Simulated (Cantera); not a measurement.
Feed: 1 mol Ta2O5, 5.5 mol H2, held at 1752 °C and 5.00 mbar.

Equilibrium computed with Cantera from the NASA thermochemical tables; the gas is ideal and each condensed phase is pure. Candidate condensed phases: H2O, Ta, Ta2O5; 12 gas species. Mutual solubility and eutectic melting of coexisting phases are not modelled. Condensed phases not in the tables: N, O or C dissolved in the metal. Equilibrium is a limit: real reactors are often held back by kinetics, nucleation or transport.

Base state: H2 0.971, H 0.0268, H2O 0.00198, TaO2 0.000323, TaO 6.17e-5 (mole fractions); condensed: Ta(s) + Ta2O5(s).

Q: What changes in the equilibrium state with this change: temperature from 1752 °C to 1025 °C?

A: 
| species | before | after |
|---|---|---|
| H2 | 0.971 | 1.000 |
| H | 0.0268 | 1.52e-5 |
| H2O | 0.00198 | 1.41e-5 |
| TaO2 | 0.000323 | <1e-9 |
| TaO | 6.17e-5 | <1e-9 |
| Ta(s), mol | 0.00386 | 0 |
| Ta2O5(s), mol | 0.997 | 1.000 |
